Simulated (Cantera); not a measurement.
## Thermodynamics of hydrogen reduction and annealing atmospheres, feed FeS + H2 + N2

Charge: 1 mol FeS, 120 mol H2, 22 mol N2, at 0.00330 bar.

Equilibrium computed with Cantera from the NASA thermochemical tables; the gas is ideal and each condensed phase is pure. Candidate condensed phases: Fe, FeS, FeS2, S; 16 gas species. The numbers say what is thermodynamically allowed, not how fast it happens.

```csv
T (K),x H2,x N2,x H2S,x Fe,x H,x S2,x SH,x S,n Fe(γ),n Fe(δ)
1348,0.838,0.155,0.00640,1.24e-6,3.69e-5,0.000260,0.000122,1.61e-6,1.000,0
1398,0.838,0.155,0.00602,4.42e-6,7.54e-5,0.000410,0.000195,4.03e-6,0.999,0
1448,0.839,0.155,0.00554,1.44e-5,0.000147,0.000595,0.000292,9.25e-6,0.998,0
1498,0.839,0.155,0.00500,4.36e-5,0.000274,0.000800,0.000416,1.96e-5,0.994,0
1548,0.839,0.155,0.00442,0.000122,0.000491,0.00100,0.000565,3.85e-5,0.983,0
1598,0.838,0.155,0.00385,0.000320,0.000848,0.00118,0.000735,7.09e-5,0.954,0
1648,0.838,0.154,0.00332,0.000790,0.00142,0.00133,0.000922,0.000123,0.887,0
1698,0.836,0.154,0.00283,0.00185,0.00230,0.00143,0.00112,0.000204,0,0.737
1748,0.833,0.154,0.00238,0.00409,0.00363,0.00148,0.00132,0.000323,0,0.414
```
x: gas mole fraction; n: condensed amount in mol.

From 1348 K to 1648 K the condensed part is Fe(γ). From 1698 K to 1748 K the condensed part is Fe(δ). The main Fe-bearing gas is Fe throughout. The share of Fe in condensed phases is highest at 1348 K (100.0 %) and lowest at 1748 K (41.4 %).
